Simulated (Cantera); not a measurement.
A Cantera script and its output.

```python
import numpy as np
import cantera as ct

gas = ct.Solution("h2o2.yaml")


def delay(T, t_max=10):
    gas.TPX = T, 101325, {'H2': 1, 'O2': 0.385, 'N2': 1.45}
    reactor = ct.IdealGasConstPressureReactor(gas, clone=False)
    net = ct.ReactorNet([reactor])
    net.rtol, net.atol = 1e-8, 1e-16
    while net.time < t_max:
        t_old, T_old = net.time, reactor.T
        net.step()
        if reactor.T > T + 400:  # ignition: a rise of 400 K
            return t_old + (T + 400 - T_old) / (reactor.T - T_old) * (net.time - t_old)
    return np.nan


taus = []
for T in [950, 1050, 1150, 1250, 1350, 1450, 1550, 1650, 1750, 1850]:
    taus.append(delay(T))
    print(f"T0 = {T:6g} K   tau = {taus[-1]:.4e} s")
```

Result:

```
T0 =    950 K   tau = 9.0104e-03 s
T0 =   1050 K   tau = 1.4855e-04 s
T0 =   1150 K   tau = 6.3839e-05 s
T0 =   1250 K   tau = 3.7196e-05 s
T0 =   1350 K   tau = 2.5312e-05 s
T0 =   1450 K   tau = 1.9398e-05 s
T0 =   1550 K   tau = 1.6436e-05 s
T0 =   1650 K   tau = 1.5155e-05 s
T0 =   1750 K   tau = 1.4951e-05 s
T0 =   1850 K   tau = 1.5514e-05 s
```

Cantera simulation using the H2/O2 subset of GRI-Mech 3.0, which has no nitrogen chemistry; the numbers are that mechanism's predictions, not measurements. Where the delays flatten at high temperature, the 400 K rule measures the pace of heat release, not the induction time.
